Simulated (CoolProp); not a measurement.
The numbers come from the reference Helmholtz-energy equation of state, Lemmon 2006 in CoolProp. It is a short technical equation, of lower accuracy than the large ones.

Task: For carbon monoxide, give the phase and the density (kg/m³), cv (kJ/(kg K)), Joule-Thomson coefficient (K/MPa), isothermal compressibility (1/MPa) at 145.4 K and 1.31 MPa; 197.2 K and 1.31 MPa.

Result: 
- 145.4 K and 1.31 MPa: gas; density 33.8, cv 0.776, Joule-Thomson coefficient 9.15, isothermal compressibility 0.855
- 197.2 K and 1.31 MPa: gas; density 23.2, cv 0.752, Joule-Thomson coefficient 5.28, isothermal compressibility 0.791
